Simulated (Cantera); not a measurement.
An isothermal, constant-pressure homogeneous reactor starts with 0.357 % CH₃OH, 0.427 % O₂, 99.2 % N₂, at 1123 K and 10.0 bar.

Model: GRI-Mech 3.0 (53 species, 325 reactions), integrated in Cantera. GRI-Mech 3.0 was tuned for natural gas; its chemistry of methanol as a main component is partial and can be far from experiment.

One state of this run: x CH₃OH = 2.14e-11; x O₂ = 0.000218; x CH₃ = 4.23e-11; x CO₂ = 0.00137; x CH₂ = <1e-12; x H₂ = 0.000424. x: mole fraction; the columns are a selection and need not sum to one.

**Question.** Which value of t (s) does it belong to?
A. 0.000228
B. 0.00199
C. 2.62e-5
D. 0.151

**Answer.** D, 0.151
